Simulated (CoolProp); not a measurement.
Vapour-liquid equilibrium of carbon dioxide (1) + n-pentane (2) at -18.05 °C; x and y are mole fractions of (1).

The numbers come from the multi-fluid Helmholtz-energy mixture model, Span 1996 and Thol 2019; pair parameters Kunz 2012 in CoolProp.

```json
[
 {"x": "0.05", "bubble pressure, mixture model (MPa)": "0.1542", "bubble pressure, Raoult's law (MPa)": "0.1141", "y, mixture model": "0.935", "y, Raoult's law": "0.916"},
 {"x": "0.15", "bubble pressure, mixture model (MPa)": "0.4707", "bubble pressure, Raoult's law (MPa)": "0.3221", "y, mixture model": "0.978", "y, Raoult's law": "0.974"},
 {"x": "0.25", "bubble pressure, mixture model (MPa)": "0.7768", "bubble pressure, Raoult's law (MPa)": "0.5302", "y, mixture model": "0.987", "y, Raoult's law": "0.986"},
 {"x": "0.35", "bubble pressure, mixture model (MPa)": "1.032", "bubble pressure, Raoult's law (MPa)": "0.7383", "y, mixture model": "0.990", "y, Raoult's law": "0.991"},
 {"x": "0.45", "bubble pressure, mixture model (MPa)": "1.223", "bubble pressure, Raoult's law (MPa)": "0.9463", "y, mixture model": "0.992", "y, Raoult's law": "0.994"},
 {"x": "0.55", "bubble pressure, mixture model (MPa)": "1.364", "bubble pressure, Raoult's law (MPa)": "1.154", "y, mixture model": "0.993", "y, Raoult's law": "0.996"},
 {"x": "0.65", "bubble pressure, mixture model (MPa)": "1.481", "bubble pressure, Raoult's law (MPa)": "1.362", "y, mixture model": "0.994", "y, Raoult's law": "0.997"},
 {"x": "0.75", "bubble pressure, mixture model (MPa)": "1.602", "bubble pressure, Raoult's law (MPa)": "1.571", "y, mixture model": "0.995", "y, Raoult's law": "0.998"},
 {"x": "0.85", "bubble pressure, mixture model (MPa)": "1.755", "bubble pressure, Raoult's law (MPa)": "1.779", "y, mixture model": "0.996", "y, Raoult's law": "0.999"},
 {"x": "0.95", "bubble pressure, mixture model (MPa)": "1.963", "bubble pressure, Raoult's law (MPa)": "1.987", "y, mixture model": "0.998", "y, Raoult's law": "1.000"}
]
```

The largest gap from Raoult's law is +46.5 % in bubble pressure, at x = 0.25. No azeotrope shows between x = 0.05 and 0.95.

Pair parameters are fitted to limited data, so mixtures are less certain than the pure fluids. The gap from Raoult's law changes sign with composition, which may be real or a fault of the pair parameters; it wasn't checked against measurements.
